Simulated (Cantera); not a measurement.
Adiabatic ignition

An adiabatic, constant-volume homogeneous reactor starts with 7.37 % CH4, 0.501 % CO, 21.4 % O2, 70.7 % N2, equivalence ratio 0.70, at 1423 K and 10.0 bar.

Model: GRI-Mech 3.0 (53 species, 325 reactions), integrated in Cantera.

```
t (s)     T (K)  P (bar)   x CH4     x CO    x O2     x CH2      x H    x HCN      x NO
--------  -----  -------  ------  -------  ------  --------  -------  -------  --------
4.00e-6    1423    10.00  0.0737  0.00501   0.214    <1e-12  1.96e-9   <1e-12    <1e-12
8.92e-6    1423    10.00  0.0737  0.00501   0.214    <1e-12  3.87e-9   <1e-12    <1e-12
1.99e-5    1423     10.0  0.0737  0.00501   0.214  6.26e-12  1.10e-8   <1e-12    <1e-12
4.43e-5    1423     10.0  0.0736  0.00501   0.214  5.63e-11  3.79e-8   <1e-12    <1e-12
9.88e-5    1426     10.0  0.0731  0.00503   0.214  2.19e-10  1.08e-7   <1e-12    <1e-12
0.000220   1448     10.2  0.0698  0.00565   0.212   2.58e-9  8.27e-7   <1e-12  3.39e-12
0.000491   2944     21.0  <1e-12   0.0154  0.0570    <1e-12  0.00194  1.19e-9    0.0198
0.00110    2941     21.0  <1e-12   0.0153  0.0562    <1e-12  0.00192  1.24e-9    0.0215
0.00244    2941     21.0  <1e-12   0.0153  0.0562    <1e-12  0.00192  1.24e-9    0.0215
0.00545    2941     21.0  <1e-12   0.0153  0.0562    <1e-12  0.00192  1.24e-9    0.0215
0.0121     2941     21.0  <1e-12   0.0153  0.0562    <1e-12  0.00192  1.24e-9    0.0215
0.0271     2941     21.0  <1e-12   0.0153  0.0562    <1e-12  0.00192  1.24e-9    0.0215
0.0604     2941     21.0  <1e-12   0.0153  0.0562    <1e-12  0.00192  1.24e-9    0.0215
0.135      2941     21.0  <1e-12   0.0153  0.0562    <1e-12  0.00192  1.24e-9    0.0215
0.300      2941     21.0  <1e-12   0.0153  0.0562    <1e-12  0.00192  1.24e-9    0.0215
```
x: mole fraction; the columns are a selection and need not sum to one.

The time of steepest temperature rise is 0.294 ms and the temperature at 0.300 s is 2941 K. The equilibrium temperature is 2941 K and the x(CH4) at 0.300 s comes out as <1e-12 (gas-phase equilibrium <1e-12). The x(CO) at 0.300 s is 0.0153 (gas-phase equilibrium 0.0153) and the x(O2) at 0.300 s is 0.0562 (gas-phase equilibrium 0.0562).
